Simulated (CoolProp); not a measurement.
Vapour-liquid equilibrium of R113 (1) + n-hexane (2) at 0.137 MPa; x and y are mole fractions of (1).

Computed with CoolProp (multi-fluid Helmholtz-energy mixture model, Marx 1992 and Thol 2019; pair parameters Bell 2016).

Question: Give the bubble temperature and the first vapour's composition at x = 0.425, 0.65, 0.875. Is there an azeotrope?

Answer: x = 0.425: 65.2 °C, y = 0.590; x = 0.65: 61.3 °C, y = 0.762; x = 0.875: 58.3 °C, y = 0.914. No azeotrope shows between x = 0.05 and 0.95.

Pair parameters are fitted to limited data, so mixtures are less certain than the pure fluids.
